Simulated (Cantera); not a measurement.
A closed system holds: 1 mol NaCl, 0.11 mol HCl, 0.98 mol N2, held at 500 °C and 13.3 mbar.

These are equilibrium values from Cantera (NASA tables, ideal gas, pure condensed phases), not measurements of a reactor. Candidate condensed phases: NH4Cl, Na, NaCl; 17 gas species. Kinetics and transport are ignored.

Base state: N2 0.899, HCl 0.101 (mole fractions); condensed: NaCl(s).

Q: What changes in the equilibrium state with this change: NaCl replaced by FeCl2?

A: 
```json
[
 {"species": "N2", "before": "0.899", "after": "0.897"},
 {"species": "HCl", "before": "0.101", "after": "0.101"},
 {"species": "FeCl2", "before": "0", "after": "0.00259"},
 {"species": "Fe2Cl4", "before": "0", "after": "0.000165"},
 {"species": "FeCl3", "before": "0", "after": "2.39e-5"},
 {"species": "H2", "before": "2.13e-8", "after": "1.20e-5"},
 {"species": "NaCl(s), mol", "before": "1.000", "after": "0"},
 {"species": "FeCl2(s), mol", "before": "0", "after": "0.997"}
]
```
Further candidate phases: Fe, FeCl2, FeCl3.
